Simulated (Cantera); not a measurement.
An isothermal, constant-pressure homogeneous reactor starts with 2.13 % C2H6, 97.9 % N2, at 1950 K and 1.01 bar.

Cantera simulation using GRI-Mech 3.0 (53 species, 325 reactions); the numbers are that mechanism's predictions, not measurements. GRI-Mech 3.0 stops at C3 and has no aromatics, soot or wall deposition, so with more carbon than oxygen in the feed, carbon stays in small species such as C2H2 where larger ones or solid carbon would form.

### Question
Predict: x(C2H2) at 200 s; x(C2H4) at 200 s; x(CH3) at 200 s; x(H) at 200 s; x(CH2) at 200 s.

### Answer
```
Property                                              Value
----------------  -----------------------------------------
x(C2H2) at 200 s     0.0183 (gas-phase equilibrium 0.00295)
x(C2H4) at 200 s    6.72e-6 (gas-phase equilibrium 1.08e-6)
x(CH3) at 200 s     2.47e-6 (gas-phase equilibrium 1.05e-6)
x(H) at 200 s     0.000231 (gas-phase equilibrium 0.000231)
x(CH2) at 200 s     1.76e-8 (gas-phase equilibrium 7.52e-9)
```
